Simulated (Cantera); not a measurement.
**TiO₂ + C + H₂ (carbothermic reduction)**

A closed system holds: 1 mol TiO₂, 2 mol C, 0.38 mol H₂, at 1725 °C.

Equilibrium computed with Cantera from the NASA thermochemical tables; the gas is ideal and each condensed phase is pure. Candidate condensed phases: C, C₆H₆, C₇H₈, C₈H₁₈, H₂O, Ti, TiC, TiO, TiO₂, Ti₂O₃, Ti₃O₅, Ti₄O₇; 113 gas species. Mutual solubility and eutectic melting of coexisting phases are not modelled. TiC, TiO: taken at fixed stoichiometry. Condensed phases not in the tables: solid solutions among these carbides, nitrides and lower oxides. The numbers say what is thermodynamically allowed, not how fast it happens.

| P (Pa) | x CO | x H₂ | x H | x Ti | x TiO | x H₂O | x CO₂ | n TiC(s) | n TiO(s) | n Ti₂O₃(s) |
|---|---|---|---|---|---|---|---|---|---|---|
| 10 | 0.759 | 0.159 | 0.0640 | 0.0108 | 0.00684 | 2.10e-6 | 2.19e-6 | 0.489 | 0.476 | 0 |
| 68 | 0.786 | 0.186 | 0.0265 | 0.000598 | 0.00101 | 6.50e-6 | 6.01e-6 | 0.499 | 0.497 | 0 |
| 460 | 0.794 | 0.196 | 0.0105 | 3.38e-5 | 0.000149 | 1.79e-5 | 1.59e-5 | 0.500 | 0.500 | 0 |
| 3200 | 0.796 | 0.200 | 0.00401 | 1.84e-6 | 2.14e-5 | 4.82e-5 | 4.20e-5 | 0.500 | 0.500 | 0 |
| 22000 | 0.786 | 0.212 | 0.00158 | 8.86e-8 | 2.31e-6 | 0.000115 | 9.32e-5 | 0.600 | 0 | 0.200 |
| 150000 | 0.786 | 0.213 | 0.000604 | 4.11e-9 | 2.31e-7 | 0.000249 | 0.000201 | 0.600 | 0 | 0.200 |
| 1000000 | 0.786 | 0.213 | 0.000234 | 1.97e-10 | 2.37e-8 | 0.000531 | 0.000429 | 0.601 | 0 | 0.200 |
x: gas mole fraction; n: condensed amount in mol.

From 10.0 Pa to 32.0 mbar the condensed part is TiC(s) + TiO(s). From 0.220 bar to 10.0 bar the condensed part is TiC(s) + Ti₂O₃(s). The main Ti-bearing gas is Ti at 10.0 Pa and TiO at 10.0 bar.
